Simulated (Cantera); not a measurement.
Input (Python, Cantera) and output of one run.

```python
import numpy as np
import cantera as ct

gas_names = """
    Li NO N
""".split()
cond_names = """
    Li2O(s) Li2O(L)
""".split()


def load(file, names, dense=False):
    # The tables refer to 1 bar. Condensed volumes are neglected.
    table = {s.name: s for s in ct.Species.list_from_file(file)}
    out = []
    for n in names:
        d = dict(table[n].input_data)
        d["thermo"] = dict(d["thermo"], **{"reference-pressure": 1e5})
        if dense:
            d["equation-of-state"] = {"model": "constant-volume", "density": "1e6 g/cm^3"}
        out.append(ct.Species.from_dict(d))
    return out


species = {s.name: s for s in load("nasa_gas.yaml", gas_names) + load("nasa_condensed.yaml", cond_names)}
# Each term lists the table entries of one substance; the one whose range holds T is used.
reactions = {
    '2 Li(g) + NO(g) = N(g) + Li2O':
        [(-2, ['Li']), (-1, ['NO']), (1, ['N']), (1, ['Li2O(s)', 'Li2O(L)'])],
}


def pick(names, T):
    return next(species[n] for n in names if species[n].thermo.min_temp <= T <= species[n].thermo.max_temp)


results = []
for label, terms in reactions.items():
    print(label)
    print("     T/K   dH/kJ  dS/(J/K)   dG/kJ   log10 K")
    for T in [600, 700, 800, 900, 1000, 1100, 1200, 1300]:
        used = [(nu, pick(names, T)) for nu, names in terms]
        dH = sum(nu * s.thermo.h(T) for nu, s in used) / 1e6
        dS = sum(nu * s.thermo.s(T) for nu, s in used) / 1e3
        dG = dH - T * dS / 1e3
        logK = -dG * 1e6 / (ct.gas_constant * T * np.log(10))
        results.append((label, T, dH, dS, dG, logK, [s.name for _, s in used]))
        print(f"{T:8g} {dH:8.1f} {dS:8.1f} {dG:8.1f} {logK:8.2f}")
```

It prints:

```
2 Li(g) + NO(g) = N(g) + Li2O
     T/K   dH/kJ  dS/(J/K)   dG/kJ   log10 K
     600   -531.4   -287.4   -359.0    31.25
     700   -529.1   -283.8   -330.4    24.65
     800   -526.5   -280.4   -302.2    19.73
     900   -523.7   -277.1   -274.3    15.92
    1000   -520.7   -273.9   -246.8    12.89
    1100   -517.1   -270.9   -219.1    10.40
    1200   -513.6   -267.8   -192.2     8.37
    1300   -509.9   -264.9   -165.5     6.65
```

Cantera with NASA thermochemical tables; ideal gases at 1 bar, condensed phases pure. Condensed species are held in their standard states even where they would react or evaporate.
